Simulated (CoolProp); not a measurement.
A closed Brayton cycle with carbon dioxide: compressor inlet 312.15 K and 9.3 MPa, high pressure 25.8 MPa, turbine inlet 665 K, compressor efficiency 0.85, turbine efficiency 0.9, recuperator effectiveness 0 (on enthalpy, no pinch check). Each further row changes one setting.

Values from CoolProp's reference Helmholtz-energy equation of state, Span 1996.

```tsv
case	thermal efficiency (%)	net work (kJ/kg)	compressor to turbine work	compressor exit (K)	turbine exit (K)
as stated	15.3	73.8	0.28	349.4	556.2
turbine inlet 615 K	15.1	63.6	0.31	349.4	510.3
compressor inlet 322.15 K	15.0	58.2	0.43	394.1	556.2
high pressure 21.9 MPa	13.2	65.3	0.26	342.7	573.4
recuperator effectiveness 0.5	20.8	73.8	0.28	349.4	556.2
```
